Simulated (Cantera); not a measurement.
**Gas-phase reforming**

A perfectly stirred reactor is fed with 26.7 % CH₄, 72.0 % CO₂, 1.36 % H₂, at 9.87 atm; it is held at 2025 K, and followed from long to short residence time.

Computed with Cantera and GRI-Mech 3.0 (53 species, 325 reactions).

```csv
τ (s),x CH₄,x CO₂,x H₂,x C₂H₂,x OH,x H₂O₂
5.0,5.86e-5,0.116,0.176,4.86e-7,2.72e-5,1.28e-10
1.9,0.000154,0.116,0.176,3.17e-6,2.71e-5,1.26e-10
0.71,0.000401,0.116,0.176,2.10e-5,2.70e-5,1.25e-10
0.27,0.000975,0.117,0.175,0.000123,2.70e-5,1.26e-10
0.10,0.00222,0.119,0.172,0.000636,2.74e-5,1.29e-10
0.038,0.00444,0.125,0.166,0.00250,2.83e-5,1.38e-10
0.014,0.00805,0.139,0.153,0.00790,3.04e-5,1.59e-10
0.0054,0.0129,0.166,0.135,0.0184,3.40e-5,1.99e-10
0.0020,0.0200,0.213,0.113,0.0345,3.86e-5,2.57e-10
0.00076,0.0313,0.282,0.0969,0.0515,4.09e-5,2.89e-10
```
x: mole fraction; the columns are a selection and need not sum to one.
